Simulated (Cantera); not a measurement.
Charge: 1 mol HBr, 0.26 mol H2O, 2.8 mol H2, held at 3002 °C and 0.0140 bar.

Method: chemical equilibrium by Gibbs-energy minimisation in Cantera with the NASA 1993 tables (ideal gas, pure condensed phases). Candidate condensed phases: Br2, H2O; 12 gas species. The numbers say what is thermodynamically allowed, not how fast it happens.

Base state: H 0.768, Br 0.126, H2 0.0703, O 0.0279, OH 0.00430, HBr 0.00250, H2O 0.000976, O2 0.000151 (mole fractions); condensed: gas only.

Question: What changes in the equilibrium state with this change: temperature from 3002 °C to 2377 °C?

Answer: 
| species | before | after |
|---|---|---|
| H2 | 0.0703 | 0.483 |
| H | 0.768 | 0.275 |
| Br | 0.126 | 0.159 |
| H2O | 0.000976 | 0.0417 |
| O | 0.0279 | 0.00212 |
| HBr | 0.00250 | 0.0327 |
| O2 | 0.000151 | 7.43e-5 |
| OH | 0.00430 | 0.00580 |

Question: What changes in the equilibrium state with this change: HBr replaced by CS2?

Answer: 
| species | before | after |
|---|---|---|
| H | 0.768 | 0.663 |
| S | 0 | 0.154 |
| CS | 0 | 0.0921 |
| Br | 0.126 | 0 |
| CO | 0 | 0.0328 |
| O | 0.0279 | 2.18e-7 |
| H2 | 0.0703 | 0.0524 |
| SH | 0 | 0.00313 |
| HBr | 0.00250 | 0 |
| S2 | 0 | 0.00119 |
Further candidate phases: C, C6H6, C7H8, C8H18, H2SO4, S.
